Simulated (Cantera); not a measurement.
Charge: 1 mol Fe(CO)5, 0.12 mol O2, 0.15 mol H2, equilibrated at 500 °C and 43.0 Pa.

These are equilibrium values from Cantera (NASA tables, ideal gas, pure condensed phases), not measurements of a reactor. Candidate condensed phases: C, C6H6, C7H8, C8H18, Fe, Fe(CO)5, FeO, Fe(OH)2, Fe(OH)3, Fe2O3, Fe3O4, H2O; 114 gas species. Condensed phases not in the tables: cementite and carbon dissolved in iron. Equilibrium is a limit: real reactors are often held back by kinetics, nucleation or transport.

Base state: CO 0.888, CO2 0.0823, H2 0.0296, H2O 0.000536 (mole fractions); condensed: C(graphite) + Fe(α).

Task: What changes in the equilibrium state with this change: temperature from 500 °C to 1277 °C?

Result: 
| species | before | after |
|---|---|---|
| CO | 0.888 | 0.927 |
| CO2 | 0.0823 | 0.0432 |
| H2 | 0.0296 | 0.0256 |
| Fe | <1e-9 | 0.000975 |
| H | <1e-9 | 0.000243 |
| H2O | 0.000536 | 0.00334 |
| C(graphite), mol | 0.172 | 0 |
| Fe(α), mol | 1.00 | 0 |
| Fe(γ), mol | 0 | 0.995 |
